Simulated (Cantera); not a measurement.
An isothermal, constant-pressure homogeneous reactor starts with CH₄ : N₂ = 1 : 5.2 (molar parts), at 1550 K and 200 Pa. Integrator tolerance rtol = 1e-08.

Computed with Cantera and GRI-Mech 3.0 (53 species, 325 reactions). GRI-Mech 3.0 stops at C3 and has no aromatics, soot or wall deposition, so with more carbon than oxygen in the feed, carbon stays in small species such as C2H2 where larger ones or solid carbon would form. Radical loss at walls, strong at low pressure, is not modelled.

```
quantity                                             before                                     after
-----------------  ----------------------------------------  ----------------------------------------
x(CH₄) at 20.0 s     0.0266 (gas-phase equilibrium 1.69e-5)    0.0364 (gas-phase equilibrium 6.04e-5)
x(CH₂) at 20.0 s   1.64e-7 (gas-phase equilibrium 7.32e-10)   1.74e-7 (gas-phase equilibrium 1.49e-9)
x(HCN) at 20.0 s     3.83e-7 (gas-phase equilibrium 0.0758)    2.93e-7 (gas-phase equilibrium 0.0957)
x(C₂H₂) at 20.0 s     0.0576 (gas-phase equilibrium 0.0315)      0.108 (gas-phase equilibrium 0.0741)
x(H₂) at 20.0 s         0.173 (gas-phase equilibrium 0.208)       0.324 (gas-phase equilibrium 0.365)
x(C₂H₆) at 20.0 s  2.08e-6 (gas-phase equilibrium 5.67e-12)  2.97e-6 (gas-phase equilibrium 4.10e-11)
x(CH₃) at 20.0 s   0.000330 (gas-phase equilibrium 5.34e-7)  0.000401 (gas-phase equilibrium 1.44e-6)
```

What was changed between the two runs?
A) pressure from 200 Pa to 1330 Pa
B) N2 5.2 to 2.1 parts
C) temperature 1550 to 1600 K
D) temperature 1550 to 1150 K

B, N2 5.2 to 2.1 parts
